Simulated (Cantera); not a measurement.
Cantera with NASA thermochemical tables; ideal gases at 1 bar, condensed phases pure. Values are per mole of reaction as written; species without (g) are pure solids or liquids, kept so even where they would boil at 1 bar.

Ta₂O₅ → O(g) + 2 TaO₂(g)

| T (K) | ΔH° (kJ) | ΔS° (J/K) | ΔG° (kJ) | log10 K | condensed phases |
|---|---|---|---|---|---|
| 1598 | 1833.0 | 508.0 | 1021.1 | -33.38 | Ta₂O₅(s) |
| 1748 | 1824.1 | 502.7 | 945.3 | -28.25 | Ta₂O₅(s) |
| 1898 | (withheld) | (withheld) | (withheld) | (withheld) | Ta₂O₅(s) |
| 2048 | 1805.8 | 493.1 | 796.0 | -20.30 | Ta₂O₅(s) |
| 2198 | 1670.2 | 427.4 | 730.7 | -17.37 | Ta₂O₅(l) |
| 2348 | (withheld) | (withheld) | (withheld) | (withheld) | Ta₂O₅(l) |
| 2498 | 1638.6 | 413.9 | 604.6 | -12.64 | Ta₂O₅(l) |
| 2648 | 1622.9 | 407.8 | 543.0 | -10.71 | Ta₂O₅(l) |
| 2798 | 1607.2 | 402.1 | 482.2 | -9.00 | Ta₂O₅(l) |

### Question
What belongs in the gaps?

### Answer

- 1898, ΔH° (kJ): 1815.0
- 1898, ΔS° (J/K): 497.8
- 1898, ΔG° (kJ): 870.3
- 1898, log10 K: -23.95
- 2348, ΔH° (kJ): 1654.4
- 2348, ΔS° (J/K): 420.5
- 2348, ΔG° (kJ): 667.2
- 2348, log10 K: -14.84
